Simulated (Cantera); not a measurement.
A Cantera script and what it prints.

```python
import numpy as np
import cantera as ct

gas_names = """
    B BH BH2 BH3 BO BO2 B2 B2O B2O2 B2O3 B3O3H3 H HBO HBO2 HO2 H2 H2O H2O2 H3B3O6 O OH O2 O3
""".split()
cond_names = """
    B(b) B(L) B2O3(L) B3O3H3(cr) H2O(s) H2O(L)
""".split()


def load(file, names, dense=False):
    # The tables refer to 1 bar. Condensed volumes are neglected.
    table = {s.name: s for s in ct.Species.list_from_file(file)}
    out = []
    for n in names:
        d = dict(table[n].input_data)
        d["thermo"] = dict(d["thermo"], **{"reference-pressure": 1e5})
        if dense:
            d["equation-of-state"] = {"model": "constant-volume", "density": "1e6 g/cm^3"}
        out.append(ct.Species.from_dict(d))
    return out


gas = ct.Solution(thermo="ideal-gas", species=load("nasa_gas.yaml", gas_names))
cond = {s.name: ct.Solution(thermo="fixed-stoichiometry", species=[s], name=s.name)
        for s in load("nasa_condensed.yaml", cond_names, dense=True)}
atoms = {
    'B': {'B': 1},
    'O2': {'O': 2},
    'H2': {'H': 2},
}
top_T = {}  # K; cautious upper limits of use, not melting points


def equilibrate(T, P, feed):
    n = {}
    for name, mol in feed.items():
        for a, k in atoms[name].items():
            n[a] = n.get(a, 0.0) + k * mol
    gas.TPX = T, P, n
    mass = sum(n.values()) * gas.mean_molecular_weight
    gas.equilibrate("TP")
    valid = [c for c in cond.values() if c.min_temp <= T <= top_T.get(c.name, c.max_temp)]
    mix = ct.Mixture([(gas, mass / gas.mean_molecular_weight)] + [(c, 0.0) for c in valid])
    mix.T, mix.P = T, P
    mix.equilibrate("TP", solver="vcs", rtol=1e-11, max_steps=5000)
    return mix


results = []
T = 1950  # K
P = 2500  # Pa
for m in [0.26, 0.35, 0.47, 0.62, 0.83, 1.1, 1.5, 1.9, 2.6, 3.4, 4.6, 6, 8]:
    feed = {'B': 1, 'O2': m, 'H2': 4.8}  # mol
    mix = equilibrate(T, P, feed)
    results.append((T, P, feed, dict(zip(mix.species_names, mix.species_moles))))

top = {s: max(r[3][s] / sum(r[3][g] for g in gas_names) for r in results) for s in gas_names}
cols = sorted((s for s in top if top[s] > 0.001), key=lambda s: -top[s])[:7]
seen = [c for c in cond_names if any(r[3].get(c, 0) > 1e-12 for r in results)]
print("log10 of partial pressures in bar; condensed amounts in mol")
print(f"{'n(O2)':>10s}" + "".join(f"{s[:9]:>10s}" for s in cols + seen))
for T, P, feed, n in results:
    ng = sum(n[g] for g in gas_names)
    print(f"{feed['O2']:10.4g}" + "".join(f"{np.log10(max(n[s] / ng * P / 1e5, 1e-99)):10.3f}" for s in cols)
          + "".join(f"{n.get(c, 0):10.4g}" for c in seen))
```

Result:

```
log10 of partial pressures in bar; condensed amounts in mol
     n(O2)        H2       H2O        O2      HBO2       HBO      B2O3      B2O2      B(b)
      0.26    -1.645    -6.378   -16.882    -5.189    -2.788    -5.015    -3.463    0.4812
      0.35    -1.657    -6.296   -16.694    -5.006    -2.700    -4.733    -3.274    0.3037
      0.47    -1.672    -6.222   -16.517    -4.837    -2.619    -4.468    -3.098   0.06805
      0.62    -1.672    -4.652   -13.376    -3.396    -2.748    -3.156    -3.356         0
      0.83    -1.678    -3.560   -11.179    -2.757    -3.208    -2.971    -4.270         0
       1.1    -1.721    -2.760    -9.494    -2.482    -3.776    -3.221    -5.362         0
       1.5    -1.813    -2.295    -8.381    -2.396    -4.246    -3.513    -6.212         0
       1.9    -1.933    -2.061    -7.673    -2.370    -4.575    -3.696    -6.748         0
       2.6    -2.289    -1.819    -6.477    -2.353    -5.155    -3.903    -7.553         0
       3.4    -3.949    -1.717    -2.954    -2.372    -6.936    -4.042    -9.454         0
       4.6    -4.371    -1.802    -2.278    -2.460    -7.361    -4.133    -9.883         0
         6    -4.560    -1.884    -2.065    -2.543    -7.551    -4.219   -10.075         0
         8    -4.724    -1.980    -1.928    -2.640    -7.717    -4.317   -10.242         0
```

Cantera equilibrium calculation (NASA polynomials, part measured and part estimated; ideal gas, pure solids and liquids). The tables' values for BH2 are old estimates; treat these amounts as uncertain.
